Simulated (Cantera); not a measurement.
An adiabatic, constant-pressure homogeneous reactor starts with C₂H₄ : O₂ : N₂ : H₂O = 1 : 1.88 : 7.05 : 2.3 (molar parts), equivalence ratio 1.6, at 1625 K and 7500 Torr.

Model: GRI-Mech 3.0 (53 species, 325 reactions), integrated in Cantera. GRI-Mech 3.0 was tuned for natural gas; its chemistry of ethylene as a main component is partial and can be far from experiment.

One state of this run: T (K) = 2816; x C₂H₄ = <1e-12; x O₂ = 0.000645; x H₂O = 0.242; x NO = 0.00170; x HCO = 6.80e-7; x HO₂ = 1.07e-6. x: mole fraction; the columns are a selection and need not sum to one.

Which value of t (s) does it belong to?
(A) 8.11e-6
(B) 2.85e-6
(C) 0.00433
(D) 1.00e-6

C, 0.00433
